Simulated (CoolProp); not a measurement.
A simple Rankine cycle with water: condensing at 312.15 K, boiler at 0.0534 MPa, turbine inlet 358.1 K, turbine efficiency 0.65, pump efficiency 0.6, no recuperator. Each further row changes one setting.

The numbers come from the reference Helmholtz-energy equation of state, Wagner 2002 in CoolProp.

| case | thermal efficiency (%) | net work (kJ/kg) | heat in (kJ/kg) | turbine exit temperature (K) | volume ratio over the turbine |
|---|---|---|---|---|---|
| as stated | 7.7 | 193 | 2490 | 312.1 | 6.38 |
| turbine inlet 378.1 K | 7.8 | 197 | 2530 | 312.1 | 6.13 |
| condensing temperature 304.15 K | 9.1 | 229 | 2520 | 304.1 | 9.60 |
| boiler pressure 0.0374 MPa | 6.4 | 160 | 2490 | 312.1 | 4.53 |
| turbine efficiency 0.55 | 6.5 | 163 | 2490 | 312.1 | 6.47 |

The expansion ends wet for: as stated; turbine inlet 378.1 K; condensing temperature 304.15 K; boiler pressure 0.0374 MPa; turbine efficiency 0.55.
